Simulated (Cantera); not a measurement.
An isothermal, constant-pressure homogeneous reactor starts with NO : N₂ = 1 : 1.4 (molar parts), at 1750 K and 17.3 Torr.

Computed with Cantera and GRI-Mech 3.0 (53 species, 325 reactions). Radical loss at walls, strong at low pressure, is not modelled.

**Question.** Predict: x(NO) at 300 s; x(O) at 300 s; x(NO₂) at 300 s; x(O₂) at 300 s; x(N₂O) at 300 s.

**Answer.** 
```
Property                                             Value
---------------  -----------------------------------------
x(NO) at 300 s       0.127 (gas-phase equilibrium 0.00348)
x(O) at 300 s    0.000192 (gas-phase equilibrium 0.000225)
x(NO₂) at 300 s    4.42e-5 (gas-phase equilibrium 1.46e-6)
x(O₂) at 300 s         0.145 (gas-phase equilibrium 0.206)
x(N₂O) at 300 s    4.71e-6 (gas-phase equilibrium 3.06e-8)
```
